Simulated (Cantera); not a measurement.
Feed: 1 mol Pb, 0.82 mol CO, 0.24 mol N₂, equilibrated at 0.0133 bar.

These are equilibrium values from Cantera (NASA tables, ideal gas, pure condensed phases), not measurements of a reactor. Candidate condensed phases: C, Pb, PbO, PbO₂, Pb₃O₄; 27 gas species. The numbers say what is thermodynamically allowed, not how fast it happens.

x: gas mole fraction; n: condensed amount in mol.

```tsv
T (°C)	x CO	x N₂	x CO₂	x Pb	x Pb₂	n C(graphite)	n Pb(l)
652	0.746	0.231	0.0223	0.000200	(withheld)	0.0231	1.000
677	0.758	0.229	0.0128	0.000377	(withheld)	0.0134	1.000
702	0.764	0.228	0.00747	0.000688	(withheld)	0.00787	0.999
727	0.767	0.227	0.00445	0.00121	(withheld)	0.00470	0.999
752	0.769	0.227	0.00271	0.00209	(withheld)	0.00287	0.998
777	0.769	0.226	0.00168	0.00349	(withheld)	0.00179	0.996
802	0.768	0.225	0.00107	0.00570	(withheld)	0.00114	0.994
827	0.766	0.225	0.000690	0.00909	(withheld)	0.000738	0.990
852	0.762	0.223	0.000453	0.0142	(withheld)	0.000486	0.985
877	0.756	0.222	0.000301	0.0217	(withheld)	0.000326	0.976
```

### Question
Complete the blanks.

### Answer

- 652, x Pb₂: 1.87e-10
- 677, x Pb₂: 5.40e-10
- 702, x Pb₂: 1.48e-9
- 727, x Pb₂: 3.83e-9
- 752, x Pb₂: 9.46e-9
- 777, x Pb₂: 2.24e-8
- 802, x Pb₂: 5.07e-8
- 827, x Pb₂: 1.11e-7
- 852, x Pb₂: 2.33e-7
- 877, x Pb₂: 4.75e-7
